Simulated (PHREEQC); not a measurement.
Consider water at 25 °C with 150 mmol/kgw Na2CO3. Closed to the air; pH follows from the charge balance.

The numbers come from PHREEQC with the Pitzer model, pitzer.dat.

Precipitation was switched off in this run.

Task: Predict the pH, ionic strength.

Result: pH 11.39; ionic strength 0.446 mol/kgw.

Task: In which forms is C present?

Result: CO3-2 98 %, HCO3- 2.4 % of the C.
